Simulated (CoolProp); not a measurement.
A Linde-Hampson liquefier for dry air: isothermal reversible compression at 230 K from 1 atm to 10 MPa, throttling to 1 atm, return gas leaving the recuperator 2 K below the feed. Each further row changes one setting.

The numbers come from the reference Helmholtz-energy equation of state, Lemmon 2000 in CoolProp. It is a pseudo-pure fit of the blend.

```tsv
case	liquid yield per pass	compression work (kJ/kg of gas)
as stated	0.098	295
high pressure 20 MPa	0.169	337
warm-end temperature 260 K	0.067	338
warm-end gap 7 K	0.085	295
```
